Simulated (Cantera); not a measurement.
A perfectly stirred reactor is fed with CH₄ : O₂ : N₂ : H₂O = 1 : 1.43 : 5.37 : 0.62 (molar parts), equivalence ratio 1.4, at 180000 Pa; it is adiabatic with a 650 K inlet, and is followed from long to short residence time, starting on the burning branch (τ in s: 0.38, 0.14, 0.05, 0.018, 0.0065, 0.0024, 0.00085, 0.00031, 0.00011, 4e-05, 1.4e-05, 5.2e-06).

Computed with Cantera and GRI-Mech 3.0 (53 species, 325 reactions).

Task: What does this change do: pressure from 180000 Pa to 101000 Pa?

Result: 
```tsv
quantity	before	after
blow-out, bracketed by the residence times tried	burning at 0.310 ms, out at 0.110 ms	burning at 0.310 ms, out at 0.110 ms
x(CH₄) at τ = 0.380 s	3.59e-5	2.75e-5
x(O₂) at τ = 0.380 s	2.33e-5	3.35e-5
x(H₂O) at τ = 0.380 s	0.228	0.228
x(NO₂) at τ = 0.380 s	7.80e-10	1.11e-9
x(HCO) at τ = 0.380 s	3.19e-8	3.23e-8
x(CH₄) at τ = 0.850 ms	0.00128	0.000715
x(O₂) at τ = 0.850 ms	0.00279	0.00272
x(H₂O) at τ = 0.850 ms	0.227	0.224
x(NO₂) at τ = 0.850 ms	3.70e-9	3.23e-9
x(HCO) at τ = 0.850 ms	2.19e-6	3.76e-6
```

Task: What does this change do: pressure from 180000 Pa to 100000 Pa?

Result: 
```
quantity                                                                        before                                 after
------------------------------------------------  ------------------------------------  ------------------------------------
blow-out, bracketed by the residence times tried  burning at 0.310 ms, out at 0.110 ms  burning at 0.310 ms, out at 0.110 ms
x(CH₄) at τ = 0.380 s                                                          3.59e-5                               2.73e-5
x(O₂) at τ = 0.380 s                                                           2.33e-5                               3.38e-5
x(H₂O) at τ = 0.380 s                                                            0.228                                 0.228
x(NO₂) at τ = 0.380 s                                                         7.80e-10                               1.11e-9
x(HCO) at τ = 0.380 s                                                          3.19e-8                               3.24e-8
x(CH₄) at τ = 0.850 ms                                                         0.00128                              0.000710
x(O₂) at τ = 0.850 ms                                                          0.00279                               0.00273
x(H₂O) at τ = 0.850 ms                                                           0.227                                 0.224
x(NO₂) at τ = 0.850 ms                                                         3.70e-9                               3.21e-9
x(HCO) at τ = 0.850 ms                                                         2.19e-6                               3.80e-6
```
